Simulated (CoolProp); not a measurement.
Model: reference Helmholtz-energy equation of state, Setzmann 1991, in CoolProp.

Q: Give the vapour pressure (kPa), enthalpy of vaporisation (kJ/kg), vapour viscosity (µPa s) of saturated methane at -128.35 °C.

A: 
```json
[
 {"T (°C)": "-128.35", "p (kPa)": "815", "enthalpy of vaporisation (kJ/kg)": "430", "vapour viscosity (µPa s)": "5.63"}
]
```

Viscosity comes from a separate model (Quiñones-Cisneros 2006).
